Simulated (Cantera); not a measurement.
## Thermodynamics of nitride etching, feed Si3N4 + HCl + N2

Charge: 1 mol Si3N4, 25 mol HCl, 30 mol N2, equilibrated at 1600 Pa.

Method: chemical equilibrium by Gibbs-energy minimisation in Cantera with the NASA 1993 tables (ideal gas, pure condensed phases). Candidate condensed phases: NH4Cl, Si, Si3N4; 28 gas species. The tables' values for SiCl3 are old estimates; treat these amounts as uncertain. Rates play no part.

From 923 K to 1323 K the condensed part is Si3N4(s). From 1423 K to 1623 K nothing is condensed. The main Si-bearing gas is SiCl4 at 923 K and SiCl2 at 1623 K.

| T (K) | x N2 | x HCl | x H2 | x SiCl4 | x SiCl2 | x SiCl3 | x SiHCl3 | n Si3N4(s) |
|---|---|---|---|---|---|---|---|---|
| 923 | 0.590 | 0.251 | 0.106 | 0.0529 | 1.01e-7 | 1.15e-5 | 7.98e-5 | 0.0447 |
| 1023 | 0.587 | 0.264 | 0.0988 | 0.0493 | 3.56e-6 | 9.11e-5 | 0.000156 | 0.107 |
| 1123 | 0.585 | 0.275 | 0.0932 | 0.0461 | 6.54e-5 | 0.000493 | 0.000268 | 0.153 |
| 1223 | 0.583 | 0.282 | 0.0891 | 0.0425 | 0.000730 | 0.00197 | 0.000414 | 0.175 |
| 1323 | 0.582 | 0.284 | 0.0869 | 0.0360 | 0.00534 | 0.00593 | 0.000560 | 0.129 |
| 1423 | 0.577 | 0.286 | 0.0821 | 0.0226 | 0.0203 | 0.0108 | 0.000504 | 0 |
| 1523 | 0.570 | 0.308 | 0.0687 | 0.00999 | 0.0327 | 0.0105 | 0.000250 | 0 |
| 1623 | 0.566 | 0.320 | 0.0610 | 0.00371 | 0.0411 | 0.00809 | 0.000110 | 0 |
x: gas mole fraction; n: condensed amount in mol.
